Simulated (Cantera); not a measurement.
A perfectly stirred reactor is fed with N₂O : N₂ = 1 : 0.1 (molar parts), at 0.0800 bar; it is held at 1500 K, and followed from long to short residence time.

Cantera simulation using GRI-Mech 3.0 (53 species, 325 reactions); the numbers are that mechanism's predictions, not measurements. GRI-Mech 3.0 was tuned for natural gas; its chemistry of N2O as a main component is partial and can be far from experiment. The temperature is held fixed by assumption; the heat of reaction is taken as removed at once.

| quantity | before | after |
|---|---|---|
| x(N₂O) at τ = 16.0 s | 0.0109 | 0.00880 |
| x(NO) at τ = 16.0 s | 0.108 | 0.0865 |
| x(O₂) at τ = 16.0 s | 0.255 | 0.205 |
| x(N₂) at τ = 16.0 s | 0.626 | 0.700 |
| x(NO₂) at τ = 16.0 s | 8.56e-5 | 6.38e-5 |
| x(N₂O) at τ = 70.0 ms | 0.622 | 0.471 |
| x(NO) at τ = 70.0 ms | 0.0488 | 0.0370 |
| x(O₂) at τ = 70.0 ms | 0.0743 | 0.0563 |
| x(N₂) at τ = 70.0 ms | 0.255 | 0.435 |
| x(NO₂) at τ = 70.0 ms | 2.57e-5 | 1.91e-5 |

Question: Which change was made?
A) pressure from 0.0800 bar to 0.0150 bar
B) temperature 1500 to 1375 K
C) N2 0.1 to 0.49 parts
D) temperature 1500 to 1550 K

Answer: C, N2 0.1 to 0.49 parts
